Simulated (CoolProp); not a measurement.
Model: reference Helmholtz-energy equation of state, Lemmon 2006, in CoolProp. It is a short technical equation, of lower accuracy than the large ones.

For hydrogen sulfide, give the phase and the speed of sound (m/s) at 375.5 K and 0.101 MPa.


- 375.5 K and 0.101 MPa: gas; speed of sound 346
